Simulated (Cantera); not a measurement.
Feed: 1 mol PbO, 0.84 mol CO, a varied amount of CH₄, at 2125 K and 12.0 mbar.

Equilibrium computed with Cantera from the NASA thermochemical tables; the gas is ideal and each condensed phase is pure. Candidate condensed phases: C, C₆H₆, C₇H₈, C₈H₁₈, H₂O, Pb, PbO, PbO₂, Pb₃O₄; 113 gas species. The numbers say what is thermodynamically allowed, not how fast it happens.

Task: Which condensed phases are stable at each of these points (n(CH₄) (mol)): 0.57, 1, 1.5, 1.9, 2.4, 2.8, 3.3?

Result: 
| n(CH₄) (mol) | condensed phases | Pb condensed (%) |
|---|---|---|
| 0.57 | gas only | 0.0 |
| 1 | gas only | 0.0 |
| 1.5 | C(graphite) | 0.0 |
| 1.9 | C(graphite) | 0.0 |
| 2.4 | C(graphite) | 0.0 |
| 2.8 | C(graphite) | 0.0 |
| 3.3 | C(graphite) | 0.0 |

From 0.57 mol CH₄ to 1 mol CH₄ nothing is condensed. From 1.5 mol CH₄ to 3.3 mol CH₄ the condensed part is C(graphite).
